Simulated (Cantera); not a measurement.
What does this Cantera script print?

```python
import numpy as np
import cantera as ct

gas_names = """
    Cu CuO Cu2 H HO2 H2 H2O H2O2 O OH O2 O3
""".split()
cond_names = """
    Cu(cr) Cu(L) CuO(s) CuO2H2(s) Cu2O(s) Cu2O(L) H2O(s) H2O(L)
""".split()


# ... load() reads the species with a 1 bar reference pressure and builds the phases ...
atoms = {
    'Cu2O': {'Cu': 2, 'O': 1},
    'H2': {'H': 2},
    'H2O': {'H': 2, 'O': 1},
}
top_T = {'CuO(s)': 1390}  # K; cautious upper limits of use, not melting points


# ... equilibrate(T, P, feed) seeds the gas with the atoms and calls Mixture.equilibrate('TP', solver="vcs", rtol=1e-11, max_steps=5000) ...
results = []
feed = {'Cu2O': 1, 'H2': 0.56, 'H2O': 10}  # mol
P = 101325  # Pa
for T in [800, 900, 1000, 1100, 1200, 1300, 1400, 1500]:
    mix = equilibrate(T, P, feed)
    results.append((T, P, feed, dict(zip(mix.species_names, mix.species_moles))))
    x = sorted(zip(gas.X, gas.species_names), reverse=True)
    print(f"T = {T:g} K  P = {P:g} Pa  gas = {mix.phase_moles(0):.4g} mol")
    print("   x: " + "  ".join(f"{s} {v:.3e}" for v, s in x if v > 1e-06))
    print("   condensed (mol): " + ("  ".join(f"{mix.phase(i).name} {mix.phase_moles(i):.4g}"
          for i in range(1, mix.n_phases) if mix.phase_moles(i) > 1e-12) or "none"))
```

It prints:

```
T = 800 K  P = 101325 Pa  gas = 10.56 mol
   x: H2O 1.000e+00
   condensed (mol): Cu(cr) 1.12  Cu2O(s) 0.44
T = 900 K  P = 101325 Pa  gas = 10.56 mol
   x: H2O 1.000e+00  H2 2.950e-06
   condensed (mol): Cu(cr) 1.12  Cu2O(s) 0.44
T = 1000 K  P = 101325 Pa  gas = 10.56 mol
   x: H2O 1.000e+00  H2 8.533e-06
   condensed (mol): Cu(cr) 1.12  Cu2O(s) 0.4401
T = 1100 K  P = 101325 Pa  gas = 10.56 mol
   x: H2O 1.000e+00  H2 2.064e-05
   condensed (mol): Cu(cr) 1.12  Cu2O(s) 0.4402
T = 1200 K  P = 101325 Pa  gas = 10.56 mol
   x: H2O 1.000e+00  H2 4.357e-05
   condensed (mol): Cu(cr) 1.119  Cu2O(s) 0.4405
T = 1300 K  P = 101325 Pa  gas = 10.56 mol
   x: H2O 9.999e-01  H2 8.276e-05  OH 1.577e-06  O2 1.085e-06
   condensed (mol): Cu(cr) 1.118  Cu2O(s) 0.4408
T = 1400 K  P = 101325 Pa  gas = 10.56 mol
   x: H2O 9.998e-01  H2 1.348e-04  O2 1.108e-05  OH 8.270e-06  Cu 1.331e-06
   condensed (mol): Cu(L) 1.118  Cu2O(s) 0.4411
T = 1500 K  P = 101325 Pa  gas = 10.56 mol
   x: H2O 9.997e-01  H2 1.894e-04  O2 9.843e-05  OH 3.628e-05  Cu 8.117e-06
   condensed (mol): Cu(L) 1.12  Cu2O(s) 0.4397
```

Cantera equilibrium calculation (NASA polynomials, part measured and part estimated; ideal gas, pure solids and liquids). Mutual solubility and eutectic melting of coexisting phases are not modelled.
